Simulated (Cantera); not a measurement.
Gas mixture: 87.5 % H2, 12.5 % CH4, at 0.0263 atm, frozen composition.

Cantera's kinetic-theory transport with the Lennard-Jones parameters of GRI-Mech 3.0, ideal gas; thermal conductivity in the multicomponent form.

One state of this run: ρ (kg/m³) = 0.00134; cp (J/kg/K) = 9233; μ (µPa s) = 22.0; λ (mW/m/K) = 343; Pr = 0.592; D (cm²/s) NO = 144; D (cm²/s) CH3 = 142; D (cm²/s) H2O = 177. D: mixture-averaged diffusion coefficient of that species in the mixture.

Task: Which value of T (K) does it belong to?
A) 500
B) 400
C) 600
D) 900

Result: D, 900
